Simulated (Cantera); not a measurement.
A perfectly stirred reactor is fed with CH4 : C2H6 : C3H8 : O2 : N2 = 1 : 0.17 : 0.42 : 5.05 : 19 (molar parts), equivalence ratio 0.93, at 4.93 atm; it is adiabatic with a 425 K inlet, and is followed from long to short residence time, starting on the burning branch (τ in s: 0.31, 0.15, 0.072, 0.035, 0.017, 0.008, 0.0038, 0.0018, 0.00089, 0.00043, 0.0002, 9.8e-05).

Detailed kinetics in Cantera: GRI-Mech 3.0 (53 species, 325 reactions). GRI-Mech 3.0 was tuned for natural gas; its chemistry of propane as a main component is partial and can be far from experiment.

**Question.** What does this change do: pressure from 4.93 atm to 0.987 atm?

**Answer.** 
```tsv
quantity	before	after
blow-out, bracketed by the residence times tried	burning at 98.0 µs, the shortest tried	burning at 98.0 µs, the shortest tried
x(CH4) at τ = 0.310 s	1.58e-7	4.61e-7
x(C2H6) at τ = 0.310 s	2.56e-9	8.30e-9
x(C3H8) at τ = 0.310 s	7.56e-9	2.39e-8
x(O) at τ = 0.310 s	0.000249	0.000524
x(CH2CO) at τ = 0.310 s	9.45e-9	3.22e-8
x(CH4) at τ = 3.80 ms	8.45e-6	1.55e-5
x(C2H6) at τ = 3.80 ms	1.89e-7	5.43e-7
x(C3H8) at τ = 3.80 ms	5.24e-7	1.24e-6
x(O) at τ = 3.80 ms	0.000452	0.00198
x(CH2CO) at τ = 3.80 ms	7.20e-7	1.83e-6
```
